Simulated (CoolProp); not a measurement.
Vapour-liquid equilibrium of n-hexane (1) + hexamethyldisiloxane (MM) (2) at 39.3 kPa; x and y are mole fractions of (1).

The numbers come from the multi-fluid Helmholtz-energy mixture model, Thol 2019 and Thol 2016; pair parameters Bell 2016 in CoolProp.

```csv
x,bubble temperature (°C),y at the bubble point,dew temperature at overall composition x (°C),liquid density (mol/L)
0.05,69.0,0.114,70.1,4.475
0.125,66.2,0.259,68.8,4.641
0.2,63.6,0.382,…,4.814
0.275,61.2,…,65.9,4.997
0.35,58.9,0.580,64.3,5.189
0.425,56.6,0.662,…,…
0.5,54.4,0.733,60.9,5.607
0.575,52.2,0.796,59.0,5.835
0.65,50.1,0.850,…,6.077
0.725,48.1,0.895,54.7,6.334
0.8,…,…,52.1,6.607
0.875,44.2,0.963,49.0,6.897
0.95,42.5,0.987,45.0,…
```

Q: Complete the blanks.

A: 
- 0.2, dew temperature at overall composition x (°C): 67.3
- 0.275, y at the bubble point: 0.488
- 0.425, dew temperature at overall composition x (°C): 62.7
- 0.425, liquid density (mol/L): 5.392
- 0.65, dew temperature at overall composition x (°C): 57.0
- 0.8, bubble temperature (°C): 46.1
- 0.8, y at the bubble point: 0.933
- 0.95, liquid density (mol/L): 7.206

No azeotrope shows between x = 0.05 and 0.95.

The pair parameters rest on a limited set of measurements; away from them the model extrapolates.
